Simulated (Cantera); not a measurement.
A closed system holds: 1 mol CF₄, a varied amount of H₂, at 2225 K and 13.3 mbar.

Method: chemical equilibrium by Gibbs-energy minimisation in Cantera with the NASA 1993 tables (ideal gas, pure condensed phases). Candidate condensed phases: C, C₆H₆, C₇H₈, C₈H₁₈; 95 gas species. Gases not in the tables: C₂F₆ and larger saturated fluorocarbons. Rates play no part.

x: gas mole fraction; n: condensed amount in mol.

| n(H₂) (mol) | x HF | x H₂ | x CF₂ | x F | x CF₄ | x H | n C(graphite) |
|---|---|---|---|---|---|---|---|
| 1.2 | 0.750 | 1.86e-7 | 0.109 | 0.0913 | 0.0451 | 2.42e-5 | 0.494 |
| 1.9 | 0.961 | 3.24e-6 | 0.0102 | 0.0280 | 0.000399 | 0.000101 | 0.956 |
| 2.6 | (withheld) | (withheld) | (withheld) | (withheld) | <1e-12 | (withheld) | 0.997 |
| 3.2 | 0.759 | 0.214 | 9.67e-8 | 8.60e-5 | <1e-12 | 0.0260 | 0.993 |
| 3.9 | (withheld) | (withheld) | (withheld) | (withheld) | <1e-12 | (withheld) | 0.989 |
| 4.6 | 0.596 | 0.369 | 3.46e-8 | 5.14e-5 | <1e-12 | 0.0341 | 0.985 |
| 5.3 | 0.538 | 0.424 | 2.45e-8 | 4.33e-5 | <1e-12 | 0.0365 | 0.981 |
| 6 | 0.490 | 0.470 | 1.84e-8 | 3.75e-5 | <1e-12 | 0.0384 | 0.977 |

Question: Fill in the missing entries.

Answer: 
- 2.6, x HF: 0.861
- 2.6, x H₂: 0.119
- 2.6, x CF₂: 2.24e-7
- 2.6, x F: 0.000131
- 2.6, x H: 0.0194
- 3.9, x HF: 0.667
- 3.9, x H₂: 0.301
- 3.9, x CF₂: 5.32e-8
- 3.9, x F: 6.38e-5
- 3.9, x H: 0.0308
